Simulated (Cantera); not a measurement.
Gas-phase reforming

An isothermal, constant-pressure homogeneous reactor starts with CH4 : H2O = 1 : 3.1 (molar parts), at 1575 K and 9.87 atm.

Detailed kinetics in Cantera: GRI-Mech 3.0 (53 species, 325 reactions).

```csv
t (s),x CH4,x H2O,x H2,x CO,x CH2CO
5.00e-5,0.243,0.756,0.000231,3.90e-8,5.36e-12
0.000188,0.242,0.756,0.00103,1.43e-6,9.36e-10
0.000707,0.237,0.754,0.00558,4.43e-5,1.56e-7
0.00266,0.217,0.744,0.0276,0.000403,6.43e-6
0.0100,0.171,0.712,0.0867,0.00191,2.71e-5
0.0376,0.107,0.661,0.172,0.00751,3.82e-5
0.141,0.0859,0.594,0.241,0.0220,2.55e-5
0.532,0.0812,0.505,0.316,0.0516,7.90e-6
2.00,0.0542,0.417,0.404,0.0890,1.56e-6
```
x: mole fraction; the columns are a selection and need not sum to one.

Equilibrium at this temperature and pressure: CH4 1.10e-5, H2O 0.316, H2 0.520, CO 0.136, CH2CO 9.57e-11 (gas phase only).
